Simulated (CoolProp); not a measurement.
trans-2-butene along the isobar 2.32 MPa: fugacity coefficient from the reference equation and from simpler models built on Tc = 428.6 K, pc = 4.019 MPa, ω = 0.210; each cubic takes its own stable root.

Computed with CoolProp (reference Helmholtz-energy equation of state, Lemmon 2005). It is a short technical equation, of lower accuracy than the large ones.

```
T (K)   phase  reference
-----  ------  ---------
368.2  liquid     0.4911
377.2  liquid     0.5671
386.2  liquid     0.6477
404.3     gas     0.7599
413.3     gas     0.7778
422.3     gas     0.7938
431.3     gas     0.8081
440.4     gas     0.8212
449.4     gas     0.8330
458.4     gas     0.8438
```

Problem. How far does each simpler model (Redlich-Kwong, Soave-Redlich-Kwong) lie from the reference over these 10 states: mean and median of the absolute difference, and the worst?

Solution. 
- Redlich-Kwong: mean 4.3 %, median 1.0 %, worst +15.4 % at 368.2 K and 2.32 MPa
- Soave-Redlich-Kwong: mean 1.4 %, median 0.8 %, worst +3.2 % at 368.2 K and 2.32 MPa
